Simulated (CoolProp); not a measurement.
Vapour-liquid equilibrium of propane (1) + R113 (2) at 61.75 °C; x and y are mole fractions of (1).

Model: multi-fluid Helmholtz-energy mixture model, Lemmon 2009 and Marx 1992; pair parameters Bell 2016, in CoolProp.

Q: Give the bubble pressure and the first vapour's composition at x = 0.35, 0.65, 0.95. Is there an azeotrope?

A: x = 0.35: 844.1 kPa, y = 0.843; x = 0.65: 1408 kPa, y = 0.931; x = 0.95: 2058 kPa, y = 0.989. No azeotrope shows between x = 0.05 and 0.95.

Pair parameters are fitted to limited data, so mixtures are less certain than the pure fluids.
